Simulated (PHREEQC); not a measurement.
A solution holds 57 mmol/kgw MgCl2, 36 mmol/kgw Na2SO4 and 0.25 mmol/kgw KCl, at 25 °C. Closed to the air; pH follows from the charge balance.

Equilibrium calculation in PHREEQC: ion-association model, phreeqc.dat.

```tsv
quantity	before	after
ionic strength (mol/kgw)	0.211	0.100
K+ (mol/kgw)	0.000242	0.000231
SI of Sylvite (KCl)	-5.76	-8.37
```

**Question.** What was changed between the two runs?
(A) temperature from 25 to 55 °C
(B) diluted 5-fold with water
(C) MgCl2 left out
(D) 0.0043 mol/kgw NaBr added
(E) temperature from 25 to 35 °C

**Answer.** C, MgCl2 left out

Precipitation was switched off in this run.
